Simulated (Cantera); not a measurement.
Input: 1 mol SiH4, 1.1 mol H2, equilibrated at 75.0 Torr.

Equilibrium computed with Cantera from the NASA thermochemical tables; the gas is ideal and each condensed phase is pure. Candidate condensed phases: Si; 9 gas species. Gases not in the tables: Si2H6 and higher silanes. The numbers say what is thermodynamically allowed, not how fast it happens.

x: gas mole fraction; n: condensed amount in mol.

```json
[
 {"T (°C)": "825", "x H2": "1.00", "x H": "7.82e-8", "x Si": "<1e-12", "x SiH": "2.09e-12", "x SiH2": "1.25e-9", "x Si2": "<1e-12", "x Si3": "<1e-12", "n Si(s)": "1.00", "n Si(l)": "0"},
 {"T (°C)": "925", "x H2": "1.000", "x H": "?", "x Si": "?", "x SiH": "?", "x SiH2": "?", "x Si2": "<1e-12", "x Si3": "<1e-12", "n Si(s)": "1.00", "n Si(l)": "0"},
 {"T (°C)": "1025", "x H2": "1.000", "x H": "3.39e-6", "x Si": "4.06e-10", "x SiH": "1.08e-9", "x SiH2": "7.39e-8", "x Si2": "<1e-12", "x Si3": "<1e-12", "n Si(s)": "1.00", "n Si(l)": "0"},
 {"T (°C)": "1125", "x H2": "1.000", "x H": "1.50e-5", "x Si": "7.79e-9", "x SiH": "1.24e-8", "x SiH2": "3.66e-7", "x Si2": "4.56e-12", "x Si3": "<1e-12", "n Si(s)": "1.000", "n Si(l)": "0"},
 {"T (°C)": "1225", "x H2": "1.000", "x H": "5.43e-5", "x Si": "1.00e-7", "x SiH": "1.03e-7", "x SiH2": "1.46e-6", "x Si2": "1.27e-10", "x Si3": "2.28e-11", "n Si(s)": "1.000", "n Si(l)": "0"},
 {"T (°C)": "1325", "x H2": "1.000", "x H": "?", "x Si": "?", "x SiH": "?", "x SiH2": "?", "x Si2": "?", "x Si3": "?", "n Si(s)": "1.000", "n Si(l)": "0"},
 {"T (°C)": "1425", "x H2": "1.000", "x H": "0.000457", "x Si": "6.57e-6", "x SiH": "3.23e-6", "x SiH2": "1.40e-5", "x Si2": "2.86e-8", "x Si3": "7.21e-9", "n Si(s)": "0", "n Si(l)": "1.000"},
 {"T (°C)": "1525", "x H2": "0.999", "x H": "0.00111", "x Si": "3.08e-5", "x SiH": "1.12e-5", "x SiH2": "2.95e-5", "x Si2": "1.85e-7", "x Si3": "4.41e-8", "n Si(s)": "0", "n Si(l)": "1.000"},
 {"T (°C)": "1625", "x H2": "0.997", "x H": "0.00247", "x Si": "0.000123", "x SiH": "3.38e-5", "x SiH2": "5.74e-5", "x Si2": "9.82e-7", "x Si3": "2.22e-7", "n Si(s)": "0", "n Si(l)": "0.999"},
 {"T (°C)": "1725", "x H2": "0.994", "x H": "0.00506", "x Si": "0.000425", "x SiH": "9.14e-5", "x SiH2": "0.000104", "x Si2": "4.39e-6", "x Si3": "9.42e-7", "n Si(s)": "0", "n Si(l)": "0.998"},
 {"T (°C)": "1825", "x H2": "0.989", "x H": "0.00968", "x Si": "0.00131", "x SiH": "0.000224", "x SiH2": "0.000179", "x Si2": "1.69e-5", "x Si3": "3.47e-6", "n Si(s)": "0", "n Si(l)": "0.995"}
]
```

### Question
Fill in the missing entries.

### Answer

- 925, x H: 6.01e-7
- 925, x Si: 1.29e-11
- 925, x SiH: 6.19e-11
- 925, x SiH2: 1.14e-8
- 1325, x H: 0.000168
- 1325, x Si: 9.35e-7
- 1325, x SiH: 6.49e-7
- 1325, x SiH2: 4.89e-6
- 1325, x Si2: 2.30e-9
- 1325, x Si3: 5.02e-10
